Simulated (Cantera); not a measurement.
Feed: 1 mol CH₂F₂, 0.88 mol F₂.

Points: T (K) = 1473, 1523, 1573, 1623, 1673, 1723, 1773, 1823, 1873, 1923, 1973; P (Pa) = 1, 5.2, 27, 140, 720, 3700, 19000, 100000.

Cantera's Mixture.equilibrate('TP', solver="vcs", rtol=1e-11, max_steps=5000) on the NASA tables stopped like this:

```
ERROR: FAILURE its = 5001!

*******************************************************************************
CanteraError thrown by MultiPhase::equilibrate:
VCS solver failed. Return code: -1
*******************************************************************************
```

What got this run through?

One answer among several that fit: The failure is numerical, not chemical. The same input converged with solver="gibbs", rtol=1e-10, max_steps=50000, and the result passed a check of the equilibrium conditions:
```
   1473          1  C(gr)
   1523          1  C(gr)
   1573          1  C(gr)
   1623          1  C(gr)
   1673          1  C(gr)
   1723          1  C(gr)
   1773          1  C(gr)
   1823          1  C(gr)
   1873          1  C(gr)
   1923          1  C(gr)
   1973          1  C(gr)
   1473        5.2  C(gr)
   1523        5.2  C(gr)
   1573        5.2  C(gr)
   1623        5.2  C(gr)
   1673        5.2  C(gr)
   1723        5.2  C(gr)
   1773        5.2  C(gr)
   1823        5.2  C(gr)
   1873        5.2  C(gr)
   1923        5.2  C(gr)
   1973        5.2  C(gr)
   1473         27  C(gr)
   1523         27  C(gr)
   1573         27  C(gr)
   1623         27  C(gr)
   1673         27  C(gr)
   1723         27  C(gr)
   1773         27  C(gr)
   1823         27  C(gr)
   1873         27  C(gr)
   1923         27  C(gr)
   1973         27  C(gr)
   1473        140  C(gr)
   1523        140  C(gr)
   1573        140  C(gr)
   1623        140  C(gr)
   1673        140  C(gr)
   1723        140  C(gr)
   1773        140  C(gr)
   1823        140  C(gr)
   1873        140  C(gr)
   1923        140  C(gr)
   1973        140  C(gr)
   1473        720  C(gr)
   1523        720  C(gr)
   1573        720  C(gr)
   1623        720  C(gr)
   1673        720  C(gr)
   1723        720  C(gr)
   1773        720  C(gr)
   1823        720  C(gr)
   1873        720  C(gr)
   1923        720  C(gr)
   1973        720  C(gr)
   1473       3700  C(gr)
   1523       3700  C(gr)
   1573       3700  C(gr)
   1623       3700  C(gr)
   1673       3700  C(gr)
   1723       3700  C(gr)
   1773       3700  C(gr)
   1823       3700  C(gr)
   1873       3700  C(gr)
   1923       3700  C(gr)
   1973       3700  C(gr)
   1473    1.9e+04  C(gr)
   1523    1.9e+04  C(gr)
   1573    1.9e+04  C(gr)
   1623    1.9e+04  C(gr)
   1673    1.9e+04  C(gr)
   1723    1.9e+04  C(gr)
   1773    1.9e+04  C(gr)
   1823    1.9e+04  C(gr)
   1873    1.9e+04  C(gr)
   1923    1.9e+04  C(gr)
   1973    1.9e+04  C(gr)
   1473      1e+05  C(gr)
   1523      1e+05  C(gr)
   1573      1e+05  C(gr)
   1623      1e+05  C(gr)
   1673      1e+05  C(gr)
   1723      1e+05  C(gr)
   1773      1e+05  C(gr)
   1823      1e+05  C(gr)
   1873      1e+05  C(gr)
   1923      1e+05  C(gr)
   1973      1e+05  C(gr)
```

The gas is ideal and each condensed phase is pure.
